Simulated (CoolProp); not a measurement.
Vapour-liquid equilibrium of CH2F2 (R32) (1) + methanol (2) at 323.4 K; x and y are mole fractions of (1).

Values from CoolProp's multi-fluid Helmholtz-energy mixture model, Tillner-Roth 1997 and de Reuck 1993; pair parameters Bell 2016.

| x | bubble pressure, mixture model (MPa) | bubble pressure, Raoult's law (MPa) | y, mixture model | y, Raoult's law |
|---|---|---|---|---|
| 0.05 | 0.4399 | 0.2114 | 0.869 | 0.747 |
| 0.125 | 0.9368 | 0.4442 | 0.936 | 0.889 |
| 0.2 | 1.335 | 0.6769 | 0.953 | 0.933 |
| 0.275 | 1.640 | 0.9096 | 0.961 | 0.955 |
| 0.35 | 1.863 | 1.142 | 0.965 | 0.968 |
| 0.425 | 2.023 | 1.375 | 0.968 | 0.976 |
| 0.5 | 2.140 | 1.608 | 0.970 | 0.982 |
| 0.575 | 2.233 | 1.841 | 0.971 | 0.987 |
| 0.65 | 2.322 | 2.073 | 0.973 | 0.990 |
| 0.725 | 2.422 | 2.306 | 0.975 | 0.993 |
| 0.8 | 2.549 | 2.539 | 0.978 | 0.996 |
| 0.875 | 2.720 | 2.771 | 0.983 | 0.997 |
| 0.95 | 2.954 | 3.004 | 0.991 | 0.999 |

The largest gap from Raoult's law is +110.9 % in bubble pressure, at x = 0.125. No azeotrope shows between x = 0.05 and 0.95.

Pair parameters are fitted to limited data, so mixtures are less certain than the pure fluids. The gap from Raoult's law changes sign with composition, which may be real or a fault of the pair parameters; it wasn't checked against measurements. With so large a gap from Raoult's law the liquid may split in two, which this calculation doesn't test in full.
